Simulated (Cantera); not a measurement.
Gas mixture: 70.0 % CH3OH, 30.0 % H2, at 10.00 Torr, frozen composition.

Cantera's kinetic-theory transport with the Lennard-Jones parameters of GRI-Mech 3.0, ideal gas; thermal conductivity in the mixture-averaged form. Polar gases are described roughly by these parameters. The composition is frozen, though it would react at the higher temperatures.

One state of this run: ρ (kg/m³) = 0.00568; cp (J/kg/K) = 2536; μ (µPa s) = 21.7; λ (mW/m/K) = 111; Pr = 0.496; D (cm²/s) H2 = 187; D (cm²/s) OH = 96.4; D (cm²/s) H2O = 71.5. D: mixture-averaged diffusion coefficient of that species in the mixture.

Question: Which value of T (K) does it belong to?
A. 650
B. 1400
C. 900
D. 1650

Answer: A, 650
